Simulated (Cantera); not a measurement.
Charge: 1 mol Fe, 0.0082 mol H2S, 9.4 mol N2, held at 0.100 bar.

These are equilibrium values from Cantera (NASA tables, ideal gas, pure condensed phases), not measurements of a reactor. Candidate condensed phases: Fe, FeS, FeS2, S; 16 gas species. Metal and sulfide melt together well below either melting point, which pure phases cannot show. Mutual solubility and eutectic melting of coexisting phases are not modelled. FeS: taken at fixed stoichiometry. Equilibrium is a limit: real reactors are often held back by kinetics, nucleation or transport.

### Question
Which condensed phases are stable at each of these points (T (K)): 1573, 1648, 1723, 1798, 1873, 1948, 2023?

### Answer
```tsv
T (K)	condensed phases	Fe condensed (%)
1573	Fe(γ) + FeS(l)	100.0
1648	Fe(γ)	100.0
1723	Fe(δ)	99.9
1798	Fe(δ)	99.7
1873	Fe(l)	99.3
1948	Fe(l)	98.1
2023	Fe(l)	95.5
```

At 1573 K the condensed part is Fe(γ) + FeS(l). At 1648 K the condensed part is Fe(γ). From 1723 K to 1798 K the condensed part is Fe(δ). From 1873 K to 2023 K the condensed part is Fe(l).
